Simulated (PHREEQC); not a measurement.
PHREEQC input (ion-association model, phreeqc.dat):

```
SOLUTION 0
  temp 40
  units mmol/kgw
  pH 7 charge
  Br 2.8
  K 2.8
  Cl 0.01
  O(0) 1 O2(g) -0.68
SOLUTION 1-30
  temp 40
  units mmol/kgw
  pH 7 charge
  Cl 12.01
  Na 12
  O(0) 1 O2(g) -0.68
END
EXCHANGE 1-30
  X 0.0039
  -equilibrate 1
END
SELECTED_OUTPUT 1
  -reset false
  -pH true
  -pe true
  -ionic_strength true
  -water true
  -step true
  -totals Br Cl K Na
  -molalities KX NaX
  -saturation_indices Halite Sylvite
PRINT
  -reset false
TRANSPORT
  -cells 30
  -shifts 150
  -lengths 0.00666667
  -time_step 60
  -dispersivities 0.016
  -boundary_conditions flux flux
  -correct_disp true
  -punch_cells 30
  -punch_frequency 5
END
```

Selected output (columns that matter, 17 of 31 rows; pore volumes added in front):

```
pore volumes	pH	mu	Br	Cl	K	Na	m_KX	m_NaX	si_Halite	si_Sylvite
0	5.0431	0.01201	0	0.01201	0	0.012	0	0.0039	-5.5224	-1000
0.35	5.0431	0.011975	1.0625e-05	0.011964	7.9316e-11	0.011965	1.1924e-10	0.0039	-5.5252	-13.095
0.6833	5.0403	0.010063	0.00059273	0.0094697	4.3298e-07	0.010052	7.7466e-07	0.0038992	-5.6951	-9.4522
1.0167	5.034	0.0065595	0.0016589	0.0049006	4.5988e-06	0.0065449	1.2599e-05	0.0038874	-6.1516	-8.6957
1.35	5.0287	0.004338	0.002335	0.0020031	1.6151e-05	0.0043119	6.6234e-05	0.0038338	-6.7084	-8.5254
1.5167	5.027	0.0037404	0.0025168	0.0012236	3.0784e-05	0.0036997	0.00014414	0.0037559	-6.9848	-8.455
1.85	5.025	0.0031373	0.0027004	0.00043689	0.00016478	0.0029625	0.00079624	0.0031038	-7.524	-8.169
2.1833	5.0243	0.0029204	0.0027664	0.00015405	0.00092667	0.0019838	0.0026637	0.0012363	-8.1491	-7.8699
2.5167	5.024	0.0028464	0.0027889	5.7519e-05	0.0019338	0.00090266	0.0035416	0.00035843	-8.9182	-7.9776
2.85	5.0239	0.0028219	0.0027964	2.5478e-05	0.0024372	0.00037469	0.0037742	0.0001258	-9.6535	-8.2306
3.1833	5.0239	0.0028138	0.0027988	1.5005e-05	0.0026486	0.00015526	0.0038511	4.8944e-05	-10.266	-8.4243
3.5167	5.0239	0.0028112	0.0027996	1.1612e-05	0.0027363	6.4896e-05	0.00388	1.9951e-05	-10.756	-8.5215
3.6833	5.0239	0.0028107	0.0027998	1.0914e-05	0.0027586	4.2091e-05	0.0038871	1.2859e-05	-10.971	-8.5449
4.0167	5.0239	0.0028102	0.0027999	1.0293e-05	0.0027824	1.7798e-05	0.0038946	5.4014e-06	-11.37	-8.5666
4.35	5.0239	0.0028101	0.0028	1.0094e-05	0.0027925	7.5662e-06	0.0038977	2.2897e-06	-11.75	-8.5735
4.6833	5.0239	0.00281	0.0028	1.003e-05	0.0027968	3.2284e-06	0.003899	9.758e-07	-12.123	-8.5756
5.0167	5.0239	0.00281	0.0028	1.001e-05	0.0027986	1.381e-06	0.0038996	4.1721e-07	-12.493	-8.5762
```

At this temperature some constants are extrapolated from 25 °C, and those without enthalpy data are left unchanged.
